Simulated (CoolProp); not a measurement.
Saturated liquid density (kg/m³) of tetrahydrofuran: the reference equation beside estimates from Tc = 267.0 °C, pc = 5.304 MPa, ω = 0.234.

Values from CoolProp's reference Helmholtz-energy equation of state, Fiedler 2023.

```csv
T (°C),reference,van der Waals,Peng-Robinson
54.65,848.7,522.5,891.8
72.05,828.6,510.5,871.2
89.55,807.7,497.9,848.7
106.95,786.2,484.5,824.3
124.35,763.8,470.3,797.6
141.85,740.1,455.1,767.9
159.25,715.0,438.7,735.0
176.65,688.0,420.8,698.1
```

Absolute difference from the reference over all 8 rows, mean and median: van der Waals 38.5 and 38.4 %, Peng-Robinson 4.1 and 4.6 %.
